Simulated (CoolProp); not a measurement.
Vapour pressure (MPa) of octamethyltrisiloxane (MDM): the reference equation beside estimates from Tc = 292.2 °C, pc = 1.438 MPa, ω = 0.528. Clausius-Clapeyron is anchored at 66.95 °C with a constant enthalpy of vaporisation of 44.45 kJ/mol.

The numbers come from the reference Helmholtz-energy equation of state, Thol 2017 in CoolProp.

| T (°C) | reference | Clausius-Clapeyron | van der Waals | Redlich-Kwong | Peng-Robinson |
|---|---|---|---|---|---|
| 66.95 | 0.005088 | 0.005088 | 0.1268 | 0.03025 | 0.005444 |
| 78.05 | 0.008358 | 0.008362 | 0.1521 | 0.04200 | 0.008773 |
| 89.05 | 0.01315 | 0.01328 | 0.1805 | 0.05675 | 0.01359 |
| 100.15 | 0.02006 | 0.02059 | 0.2125 | 0.07525 | 0.02048 |
| 111.15 | 0.02957 | 0.03102 | 0.2477 | 0.09762 | 0.02989 |
| 122.15 | 0.04238 | 0.04569 | 0.2865 | 0.1245 | 0.04253 |
| 133.25 | 0.05944 | 0.06610 | 0.3295 | 0.1566 | 0.05932 |
| 144.25 | 0.08126 | 0.09349 | 0.3761 | 0.1940 | 0.08079 |
| 155.25 | 0.1089 | 0.1299 | 0.4267 | 0.2372 | 0.1080 |
| 166.35 | 0.1436 | 0.1780 | 0.4820 | 0.2873 | 0.1423 |
| 177.35 | 0.1859 | 0.2396 | 0.5411 | 0.3437 | 0.1842 |

Absolute difference from the reference over all 11 rows, mean and median: Clausius-Clapeyron 10.4 and 7.8 %, van der Waals 835.8 and 576.0 %, Redlich-Kwong 230.2 and 193.8 %, Peng-Robinson 2.0 and 0.9 %.
